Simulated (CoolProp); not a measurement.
Vapour-liquid equilibrium of benzene (1) + n-dodecane (2) at 124.45 °C; x and y are mole fractions of (1).

The numbers come from the multi-fluid Helmholtz-energy mixture model, Thol 2012 and Lemmon 2004; pair parameters Bell 2016 in CoolProp.

**Question.** Give the bubble pressure and the first vapour's composition at x = 0.5, 0.65, 0.95. Is there an azeotrope?

**Answer.** x = 0.5: 0.1663 MPa, y = 0.980; x = 0.65: 0.2149 MPa, y = 0.989; x = 0.95: 0.3156 MPa, y = 0.999. No azeotrope shows between x = 0.05 and 0.95.

The pair parameters rest on a limited set of measurements; away from them the model extrapolates.
